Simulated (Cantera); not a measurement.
Input (Python, Cantera):

```python
import numpy as np
import cantera as ct

gas = ct.Solution("h2o2.yaml")
gas.TPX = 648, 59000, {'H2': 1, 'O2': 1.02, 'N2': 3.84}
inlet = ct.Reservoir(gas, clone=True)
gas.equilibrate("HP")  # start burning
reactor = ct.IdealGasConstPressureReactor(gas, energy="on", clone=False)
exhaust = ct.Reservoir(gas, clone=True)
tau = [0.072, 0.04, 0.022, 0.013, 0.0071, 0.004, 0.0022, 0.0012, 0.00069, 0.00039, 0.00022, 0.00012, 6.8e-05][0]
for a, b in ((inlet, reactor), (reactor, exhaust)):
    ct.MassFlowController(a, b, mdot=lambda t: reactor.mass / tau)
net = ct.ReactorNet([reactor])
show = ['H2', 'O2', 'H2O2', 'OH', 'HO2']

rows = []
print(f"{'tau/s':>10s}{'T/K':>9s}" + "".join(f"{s:>11s}" for s in show))
for tau in [0.072, 0.04, 0.022, 0.013, 0.0071, 0.004, 0.0022, 0.0012, 0.00069, 0.00039, 0.00022, 0.00012, 6.8e-05]:
    net.initial_time = 0.0
    net.advance(30 * tau)
    before = gas.X
    net.advance(40 * tau)
    drift = np.max(np.abs(gas.X - before) / (gas.X + 1e-9))
    rows.append([gas.T, *gas[show].X, drift])
    print(f"{tau:10.3e}{gas.T:9.1f}" + "".join(f"{x:11.3e}" for x in gas[show].X))
```

Result:

```
     tau/s      T/K         H2         O2       H2O2         OH        HO2
 7.200e-02   1900.5  4.563e-04  9.609e-02  9.678e-08  3.163e-03  2.035e-06
 4.000e-02   1894.7  6.574e-04  9.591e-02  1.170e-07  3.759e-03  2.572e-06
 2.200e-02   1886.3  9.619e-04  9.569e-02  1.447e-07  4.489e-03  3.406e-06
 1.300e-02   1876.2  1.345e-03  9.546e-02  1.764e-07  5.230e-03  4.453e-06
 7.100e-03   1860.2  1.964e-03  9.517e-02  2.233e-07  6.176e-03  6.117e-06
 4.000e-03   1839.2  2.782e-03  9.489e-02  2.822e-07  7.125e-03  8.240e-06
 2.200e-03   1809.5  3.927e-03  9.464e-02  3.663e-07  8.091e-03  1.109e-05
 1.200e-03   1768.9  5.443e-03  9.450e-02  4.910e-07  8.928e-03  1.465e-05
 6.900e-04   1721.0  7.162e-03  9.459e-02  6.656e-07  9.437e-03  1.845e-05
 3.900e-04   1659.8  9.300e-03  9.503e-02  9.537e-07  9.589e-03  2.286e-05
 2.200e-04   1586.3  1.196e-02  9.607e-02  1.434e-06  9.287e-03  2.783e-05
 1.200e-04   1495.9  1.595e-02  9.836e-02  2.288e-06  8.479e-03  3.403e-05
 6.800e-05   1397.9  2.276e-02  1.028e-01  3.535e-06  7.315e-03  4.162e-05
```

Computed with Cantera and the H2/O2 subset of GRI-Mech 3.0, which has no nitrogen chemistry.
